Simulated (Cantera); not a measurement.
Feed: 1 mol TEOS, 0.58 mol O₃, 2.3 mol H₂, 0.45 mol NO, at 1675 K and 41.0 mbar.

Method: chemical equilibrium by Gibbs-energy minimisation in Cantera with the NASA 1993 tables (ideal gas, pure condensed phases). Candidate condensed phases: C, C₆H₆, C₇H₈, C₈H₁₈, H₂O, Si, SiC, SiO₂, Si₂N₂O, Si₃N₄; 151 gas species. The feed counts by its element totals alone. Equilibrium is a limit: real reactors are often held back by kinetics, nucleation or transport.

Base state: H₂ 0.657, CO 0.329, N₂ 0.0119, SiO 0.00124, H 0.000465, HCN 0.000282, C₂H₂ (acetylene) 3.81e-5, CH₄ 2.13e-5 (mole fractions); condensed: C(graphite) + SiC(s).

Question: What changes in the equilibrium state with this change: TEOS replaced by HMDSO?

Answer: 
```json
[
 {"species": "H₂", "before": "0.657", "after": "0.767"},
 {"species": "CO", "before": "0.329", "after": "0.216"},
 {"species": "N₂", "before": "0.0119", "after": "0.0151"},
 {"species": "SiO", "before": "0.00124", "after": "0.000814"},
 {"species": "CH₄", "before": "2.13e-5", "after": "2.91e-5"},
 {"species": "HCN", "before": "0.000282", "after": "0.000343"},
 {"species": "C₂H₂ (acetylene)", "before": "3.81e-5", "after": "4.46e-5"},
 {"species": "H", "before": "0.000465", "after": "0.000502"},
 {"species": "C(graphite), mol", "before": "0.849", "after": "0.827"},
 {"species": "SiC(s), mol", "before": "0.977", "after": "1.99"}
]
```
